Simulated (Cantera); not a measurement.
Charge: 1 mol Zr, 17 mol N₂, 3.5 mol NH₃, held at 2350 K.

Equilibrium computed with Cantera from the NASA thermochemical tables; the gas is ideal and each condensed phase is pure. Candidate condensed phases: Zr, ZrN; 11 gas species. ZrN: taken at fixed stoichiometry. Rates play no part.

Q: At 10.0 bar, list the 4 most abundant gas species with their mole fractions, and the condensed phases.

A: N₂ 0.776, H₂ 0.222, H 0.00186, NH₃ 1.13e-5. Condensed: ZrN(s).
